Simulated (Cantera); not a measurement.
Feed: 1 mol V, 46 mol N2, 0.071 mol H2O, held at 10.0 mbar.

Cantera equilibrium calculation (NASA polynomials, part measured and part estimated; ideal gas, pure solids and liquids). Candidate condensed phases: H2O, V, VN, VO, V2O3, V2O4, V2O5; 28 gas species. Mutual solubility and eutectic melting of coexisting phases are not modelled. VN, VO: taken at fixed stoichiometry. Condensed phases not in the tables: the oxides between V2O3 and V2O5 other than VO2, solid solutions among these carbides, nitrides and lower oxides, V2N. The numbers say what is thermodynamically allowed, not how fast it happens.

x: gas mole fraction; n: condensed amount in mol.

```csv
T (K),x N2,x H2,x H,x H2O,x VO2,n VN(s),n V2O3(s),n VO(s)
1000,0.998,0.00155,8.95e-10,2.58e-6,<1e-12,0.953,0.0236,0
1075,0.998,0.00155,5.79e-9,2.81e-6,<1e-12,0.953,0.0236,0
1150,0.998,0.00155,2.94e-8,3.02e-6,<1e-12,0.953,0.0236,0
1225,0.998,0.00155,1.23e-7,3.19e-6,?,0.953,0.0236,0
1300,0.998,0.00155,4.36e-7,3.35e-6,?,0.953,0.0236,0
1375,0.998,0.00155,1.35e-6,3.48e-6,?,0.953,0.0236,0
1450,0.998,0.00155,3.73e-6,3.29e-6,?,0.929,0,0.0708
1525,0.998,0.00155,9.31e-6,2.76e-6,?,0.929,0,0.0709
1600,0.998,0.00154,2.14e-5,2.34e-6,?,0.929,0,0.0709
1675,0.998,0.00153,4.54e-5,2.00e-6,?,0.929,0,0.0708
```

Question: What belongs in the gaps?

Answer: 
- 1225, x VO2: 5.20e-12
- 1300, x VO2: 8.14e-11
- 1375, x VO2: 9.34e-10
- 1450, x VO2: 6.95e-9
- 1525, x VO2: 3.29e-8
- 1600, x VO2: 1.33e-7
- 1675, x VO2: 4.72e-7
